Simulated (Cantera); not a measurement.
A closed system holds: 1 mol HF, 0.31 mol H₂O, 0.084 mol O₂, held at 0.133 bar.

Method: chemical equilibrium by Gibbs-energy minimisation in Cantera with the NASA 1993 tables (ideal gas, pure condensed phases). Candidate condensed phases: H₂O; 22 gas species. Equilibrium is a limit: real reactors are often held back by kinetics, nucleation or transport. All values below are at 2573 K.

Base state: HF 0.693, H₂O 0.178, O₂ 0.0559, OH 0.0286, H₂ 0.0173, O 0.0133, H 0.0124, F 0.00125 (mole fractions); condensed: gas only.

What changes in the equilibrium state with this change: HF replaced by N₂O?


```
species   before    after
-------  -------  -------
N₂             0    0.499
O₂        0.0559    0.268
H₂O        0.178    0.131
HF         0.693        0
NO             0   0.0234
H₂        0.0173  0.00581
O         0.0133   0.0291
H         0.0124  0.00717
OH        0.0286   0.0363
F        0.00125        0
HO₂      5.16e-6  1.43e-5
```

What changes in the equilibrium state with this change: pressure from 0.133 bar to 0.00120 bar?


```json
[
 {"species": "HF", "before": "0.693", "after": "0.547"},
 {"species": "H", "before": "0.0124", "after": "0.186"},
 {"species": "O", "before": "0.0133", "after": "0.119"},
 {"species": "H₂O", "before": "0.178", "after": "0.0294"},
 {"species": "H₂", "before": "0.0173", "after": "0.0353"},
 {"species": "O₂", "before": "0.0559", "after": "0.0405"},
 {"species": "OH", "before": "0.0286", "after": "0.0348"},
 {"species": "F", "before": "0.00125", "after": "0.00725"}
]
```
